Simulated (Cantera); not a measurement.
Cantera run:

```python
import numpy as np
import cantera as ct

gas_names = """
    CL CL2 H HCL H2 Si SiCL SiCL2 SiCL3 SiCL4 SiH SiHCL3 SiH2 SiH2CL2 SiH3 SiH3CL SiH4 Si2 Si3
""".split()
cond_names = """
    Si(cr) Si(L)
""".split()


# ... load() reads the species with a 1 bar reference pressure and builds the phases ...
atoms = {
    'SiHCl3': {'Si': 1, 'H': 1, 'CL': 3},
    'Cl2': {'CL': 2},
    'H2': {'H': 2},
}
top_T = {}  # K; cautious upper limits of use, not melting points


# ... equilibrate(T, P, feed) seeds the gas with the atoms and calls Mixture.equilibrate('TP', solver="vcs", rtol=1e-11, max_steps=5000) ...
results = []
feed = {'SiHCl3': 1, 'Cl2': 0.014, 'H2': 620}  # mol
T = 1773  # K
P = 830  # Pa
mix = equilibrate(T, P, feed)
results.append((T, P, feed, dict(zip(mix.species_names, mix.species_moles))))
x = sorted(zip(gas.X, gas.species_names), reverse=True)
print(f"T = {T:g} K  P = {P:g} Pa  gas = {mix.phase_moles(0):.4g} mol")
print("   x: " + "  ".join(f"{s} {v:.3e}" for v, s in x if v > 0.0001))
print("   condensed (mol): " + ("  ".join(f"{mix.phase(i).name} {mix.phase_moles(i):.4g}"
      for i in range(1, mix.n_phases) if mix.phase_moles(i) > 1e-12) or "none"))
```

It prints:

```
T = 1773 K  P = 830 Pa  gas = 623.2 mol
   x: H2 9.918e-01  HCL 4.694e-03  H 3.110e-03  Si 2.566e-04
   condensed (mol): Si(L) 0.753
```

Method: chemical equilibrium by Gibbs-energy minimisation in Cantera with the NASA 1993 tables (ideal gas, pure condensed phases). The tables' values for SiCl are old estimates; treat these amounts as uncertain. Gases not in the tables: Si2H6 and higher silanes.
